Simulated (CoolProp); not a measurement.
Vapour-liquid equilibrium of propane (1) + R227EA (2) at -31.35 °C; x and y are mole fractions of (1).

Computed with CoolProp (multi-fluid Helmholtz-energy mixture model, Lemmon 2009 and Lemmon 2016; pair parameters Bell 2016).

| x | bubble pressure, mixture model (MPa) | bubble pressure, Raoult's law (MPa) | y, mixture model | y, Raoult's law |
|---|---|---|---|---|
| 0.05 | 0.07754 | 0.05590 | 0.371 | 0.142 |
| 0.2 | 0.1302 | 0.07219 | 0.662 | 0.441 |
| 0.35 | 0.1529 | 0.08849 | 0.735 | 0.629 |
| 0.5 | 0.1613 | 0.1048 | 0.763 | 0.759 |
| 0.65 | 0.1652 | 0.1211 | 0.783 | 0.854 |
| 0.8 | 0.1678 | 0.1374 | 0.820 | 0.927 |
| 0.95 | 0.1645 | 0.1537 | 0.925 | 0.984 |

The largest gap from Raoult's law is +80.4 % in bubble pressure, at x = 0.2. y crosses x between x = 0.8 and 0.95: the model has an azeotrope there.

The pair parameters rest on a limited set of measurements; away from them the model extrapolates. With so large a gap from Raoult's law the liquid may split in two, which this calculation doesn't test in full.
